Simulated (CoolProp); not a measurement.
Dodecamethylcyclohexasiloxane (D6) along the isobar 795 kPa: Z from the reference equation and from simpler models built on Tc = 645.8 K, pc = 961.4 kPa, ω = 0.736; each cubic takes its own stable root.

Model: reference Helmholtz-energy equation of state, Colonna 2008, in CoolProp. It is a short technical equation, of lower accuracy than the large ones.

```tsv
T (K)	phase	reference
413.8	liquid	0.1221
443.2	liquid	0.1188
472.7	liquid	0.1166
502.2	liquid	0.1154
531.6	liquid	0.1155
561.1	liquid	0.1174
590.5	liquid	0.1224
620	liquid	0.1353
```

Task: How far does each simpler model (van der Waals, Redlich-Kwong, Peng-Robinson) lie from the reference over these 8 states: mean and median of the absolute difference, and the worst?

Result: 
- van der Waals: mean 100.1 %, median 69.1 %, worst +318.9 % at 620 K and 795 kPa
- Redlich-Kwong: mean 21.3 %, median 19.7 %, worst +29.6 % at 620 K and 795 kPa
- Peng-Robinson: mean 3.7 %, median 4.1 %, worst -5.0 % at 531.6 K and 795 kPa

At some of these states van der Waals gives the other phase, because its saturation line lies elsewhere.
